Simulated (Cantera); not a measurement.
An adiabatic, constant-volume homogeneous reactor starts with CH₃OH : O₂ : N₂ : H₂O = 1 : 0.682 : 2.56 : 0.28 (molar parts), equivalence ratio 2.2, at 1650 K and 4.93 atm.

Model: GRI-Mech 3.0 (53 species, 325 reactions), integrated in Cantera. GRI-Mech 3.0 was tuned for natural gas; its chemistry of methanol as a main component is partial and can be far from experiment.

### Question
Predict: time of steepest temperature rise; temperature at 0.300 s; equilibrium temperature; x(O₂) at 0.300 s; x(H₂O) at 0.300 s; x(NO₂) at 0.300 s; x(H) at 0.300 s; x(NO) at 0.300 s; x(HCO) at 0.300 s.

### Answer
```
Item                                                                  Result
---------------------------------  -----------------------------------------
time of steepest temperature rise                                    8.73 µs
temperature at 0.300 s                                                2872 K
equilibrium temperature                                               2872 K
x(O₂) at 0.300 s                   0.000212 (gas-phase equilibrium 0.000212)
x(H₂O) at 0.300 s                        0.238 (gas-phase equilibrium 0.238)
x(NO₂) at 0.300 s                    6.52e-8 (gas-phase equilibrium 6.52e-8)
x(H) at 0.300 s                        0.0117 (gas-phase equilibrium 0.0117)
x(NO) at 0.300 s                   0.000960 (gas-phase equilibrium 0.000960)
x(HCO) at 0.300 s                    1.59e-6 (gas-phase equilibrium 1.59e-6)
```
